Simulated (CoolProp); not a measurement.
Computed with CoolProp (reference Helmholtz-energy equation of state, Lemmon 2000). It is a pseudo-pure fit of the blend.

Question: For dry air, give the phase and the cp (kJ/(kg K)) at 149.2 K and 0.232 bar; 953.3 K and 0.238 bar; 67.2 K and 5.38 bar.

Answer: 
- 149.2 K and 0.232 bar: gas; cp 1.00
- 953.3 K and 0.238 bar: gas; cp 1.13
- 67.2 K and 5.38 bar: liquid; cp 1.90
